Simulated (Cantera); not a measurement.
Feed: 1 mol SiCl4, 49 mol H2, 0.2 mol HCl, equilibrated at 750 Torr.

Equilibrium computed with Cantera from the NASA thermochemical tables; the gas is ideal and each condensed phase is pure. Candidate condensed phases: Si; 19 gas species. Equilibrium is a limit: real reactors are often held back by kinetics, nucleation or transport.

Task: Which condensed phases are stable at each of these points (T (K)): 975, 1025, 1075, 1125, 1175, 1225, 1275, 1325, 1375, 1425, 1475, 1525, 1575, 1625?

Result: 
```csv
T (K),condensed phases,Si condensed (%)
975,gas only,0.0
1025,gas only,0.0
1075,gas only,0.0
1125,gas only,0.0
1175,Si(s),5.8
1225,Si(s),12.5
1275,Si(s),19.0
1325,Si(s),24.6
1375,Si(s),28.9
1425,Si(s),31.9
1475,Si(s),33.6
1525,Si(s),34.4
1575,Si(s),34.6
1625,Si(s),34.4
```

From 975 K to 1125 K nothing is condensed. From 1175 K to 1625 K the condensed part is Si(s).
